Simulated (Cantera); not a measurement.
Equilibrium for silicon epitaxy and polysilicon growth: SiHCl3 + H2

Input: 1 mol SiHCl3, a varied amount of H2, at 1548.15 K and 0.100 bar.

Equilibrium computed with Cantera from the NASA thermochemical tables; the gas is ideal and each condensed phase is pure. Candidate condensed phases: Si; 19 gas species. The tables' values for SiCl3 are old estimates; treat these amounts as uncertain. The numbers say what is thermodynamically allowed, not how fast it happens.

| n(H2) (mol) | x H2 | x HCl | x SiCl2 | x SiCl3 | x SiCl4 | x SiHCl3 | x SiH2Cl2 | x H | n Si(s) |
|---|---|---|---|---|---|---|---|---|---|
| 9.1 | 0.807 | 0.123 | 0.0628 | 0.00503 | 0.00113 | 0.000902 | 0.000117 | 8.76e-5 | 0.227 |
| 21 | 0.896 | 0.0792 | 0.0233 | 0.00114 | 0.000155 | 0.000215 | 4.84e-5 | 9.23e-5 | 0.429 |
| 33 | 0.928 | 0.0590 | 0.0125 | 0.000446 | 4.45e-5 | 8.57e-5 | 2.68e-5 | 9.40e-5 | 0.542 |
| 45 | 0.945 | 0.0472 | 0.00786 | 0.000223 | 1.77e-5 | 4.32e-5 | 1.72e-5 | 9.48e-5 | 0.616 |
| 57 | 0.955 | 0.0395 | 0.00543 | 0.000128 | 8.44e-6 | 2.50e-5 | 1.20e-5 | 9.53e-5 | 0.669 |
| 70 | 0.962 | 0.0336 | 0.00389 | 7.78e-5 | 4.34e-6 | 1.52e-5 | 8.69e-6 | 9.57e-5 | 0.711 |
| 82 | 0.967 | 0.0295 | 0.00300 | 5.24e-5 | 2.57e-6 | 1.03e-5 | 6.72e-6 | 9.59e-5 | 0.742 |
| 94 | 0.971 | 0.0263 | 0.00238 | 3.71e-5 | 1.62e-6 | 7.30e-6 | 5.36e-6 | 9.61e-5 | 0.766 |
| 110 | 0.975 | 0.0231 | 0.00181 | 2.47e-5 | 9.42e-7 | 4.87e-6 | 4.10e-6 | 9.63e-5 | 0.792 |
| 120 | 0.977 | 0.0214 | 0.00156 | 1.97e-5 | 6.96e-7 | 3.88e-6 | 3.53e-6 | 9.64e-5 | 0.806 |
| 130 | 0.979 | 0.0200 | 0.00135 | 1.59e-5 | 5.25e-7 | 3.15e-6 | 3.07e-6 | 9.65e-5 | 0.818 |
| 140 | 0.980 | 0.0187 | 0.00119 | 1.31e-5 | 4.04e-7 | 2.58e-6 | 2.70e-6 | 9.66e-5 | 0.828 |
x: gas mole fraction; n: condensed amount in mol.

From 9.1 mol H2 to 140 mol H2 the condensed part is Si(s). The main Si-bearing gas is SiCl2 throughout. The share of Si in condensed phases is highest at 140 mol H2 (82.8 %) and lowest at 9.1 mol H2 (22.7 %).
